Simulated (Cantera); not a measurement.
**Diamond growth**

A diamond (100) surface in a fixed gas of H2 with x(CH4) = 0.0071, x(H) = 0.022, at 900 K, 5800 Pa; coverages are run to steady state.

Cantera simulation using the Harris–Goodwin 1993 mechanism for the reconstructed diamond (100) surface; the numbers are that mechanism's predictions, not measurements.

```tsv
x(CH3)	growth (µm/h)	θ c6HH	θ c6H*	θ c6*H	θ c6**	θ c6HM
1e-06	0.0183	0.692	0.0107	0.293	0.00443	3.85e-5
2.5e-06	0.0457	0.692	0.0107	0.293	0.00443	9.63e-5
6.4e-06	0.117	0.692	0.0107	0.293	0.00443	0.000246
1.6e-05	0.292	0.691	0.0107	0.293	0.00442	0.000616
4.2e-05	0.766	0.691	0.0107	0.292	0.00442	0.00161
0.00011	2.00	0.688	0.0106	0.291	0.00440	0.00421
0.00027	4.86	0.683	0.0106	0.289	0.00436	0.0103
0.00068	12.0	0.670	0.0104	0.284	0.00425	0.0253
0.0017	28.5	0.641	0.00989	0.271	0.00402	0.0602
```
θ: site fractions in the mechanism's names (c6HH fully hydrogenated, c6H* and c6*H radical sites, c6** diradical, c6HM methylated).
